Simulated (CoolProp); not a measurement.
Vapour-liquid equilibrium of isobutane (1) + R245fa (2) at 8.05 bar; x and y are mole fractions of (1).

Computed with CoolProp (multi-fluid Helmholtz-energy mixture model, Bücker 2006 and Akasaka 2015; pair parameters Bell 2016).

| x | bubble temperature (K) | y at the bubble point | dew temperature at overall composition x (K) | liquid density (mol/L) |
|---|---|---|---|---|
| 0.05 | 346.7 | 0.180 | 352.0 | 8.805 |
| 0.2 | 333.7 | 0.467 | 345.9 | 8.886 |
| 0.35 | 328.4 | 0.579 | 339.3 | 8.816 |
| 0.5 | 326.2 | 0.640 | 332.1 | 8.728 |
| 0.65 | 325.1 | 0.694 | 325.9 | 8.684 |
| 0.8 | 325.2 | 0.769 | 325.5 | 8.698 |
| 0.95 | 327.7 | 0.915 | 328.6 | 8.735 |

y crosses x between x = 0.65 and 0.8: the model has an azeotrope there.

Pair parameters are fitted to limited data, so mixtures are less certain than the pure fluids. With so large a gap from Raoult's law the liquid may split in two, which this calculation doesn't test in full.
